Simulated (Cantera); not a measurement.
Input (Python, Cantera):

```python
import numpy as np
import cantera as ct

gas = ct.Solution("gri30.yaml")
gas.TPX = 523, 500000, {'CH4': 1, 'O2': 3.92, 'N2': 14.7}
inlet = ct.Reservoir(gas, clone=True)
gas.equilibrate("HP")  # start burning
reactor = ct.IdealGasConstPressureReactor(gas, energy="on", clone=False)
exhaust = ct.Reservoir(gas, clone=True)
tau = [0.079, 0.03, 0.011, 0.0043, 0.0017, 0.00063, 0.00024, 9.1e-05, 3.5e-05, 1.3e-05, 5e-06][0]
for a, b in ((inlet, reactor), (reactor, exhaust)):
    ct.MassFlowController(a, b, mdot=lambda t: reactor.mass / tau)
net = ct.ReactorNet([reactor])
show = ['CH4', 'O2', 'O', 'CH2O', 'CH2', 'H2', 'CH3']

rows = []
print(f"{'tau/s':>10s}{'T/K':>9s}" + "".join(f"{s:>11s}" for s in show))
for tau in [0.079, 0.03, 0.011, 0.0043, 0.0017, 0.00063, 0.00024, 9.1e-05, 3.5e-05, 1.3e-05, 5e-06]:
    net.initial_time = 0.0
    net.advance(30 * tau)
    before = gas.X
    net.advance(40 * tau)
    drift = np.max(np.abs(gas.X - before) / (gas.X + 1e-9))
    rows.append([gas.T, *gas[show].X, drift])
    print(f"{tau:10.3e}{gas.T:9.1f}" + "".join(f"{x:11.3e}" for x in gas[show].X))
```

Output:

```
     tau/s      T/K        CH4         O2          O       CH2O        CH2         H2        CH3
 7.900e-02   1679.2  1.136e-05  9.786e-02  1.642e-05  1.047e-06  8.280e-09  1.251e-05  1.955e-06
 3.000e-02   1677.3  2.243e-05  9.792e-02  2.771e-05  2.130e-06  2.102e-08  2.337e-05  3.914e-06
 1.100e-02   1673.7  4.493e-05  9.808e-02  4.929e-05  4.436e-06  5.355e-08  4.613e-05  7.739e-06
 4.300e-03   1667.1  8.696e-05  9.841e-02  8.489e-05  8.927e-06  1.241e-07  8.905e-05  1.434e-05
 1.700e-03   1654.3  1.731e-04  9.912e-02  1.413e-04  1.838e-05  2.733e-07  1.746e-04  2.632e-05
 6.300e-04   1622.7  4.172e-04  1.011e-01  2.146e-04  4.480e-05  5.947e-07  3.867e-04  5.406e-05
 2.400e-04    523.0  5.097e-02  1.998e-01  3.697e-28 -1.405e-17 -1.018e-34 -2.227e-17  5.610e-20
 9.100e-05    523.0  5.097e-02  1.998e-01  1.176e-28 -9.130e-21 -3.642e-36 -1.447e-20  2.290e-20
 3.500e-05    523.0  5.097e-02  1.998e-01  3.447e-29 -5.766e-22  2.863e-37 -9.141e-22  9.690e-21
 1.300e-05    523.0  5.097e-02  1.998e-01  7.269e-30 -3.642e-23  4.051e-39 -5.774e-23  3.674e-21
 5.000e-06    523.0  5.097e-02  1.998e-01  1.334e-30 -2.299e-24  8.195e-39 -3.647e-24  1.410e-21
```

Detailed kinetics in Cantera: GRI-Mech 3.0 (53 species, 325 reactions).
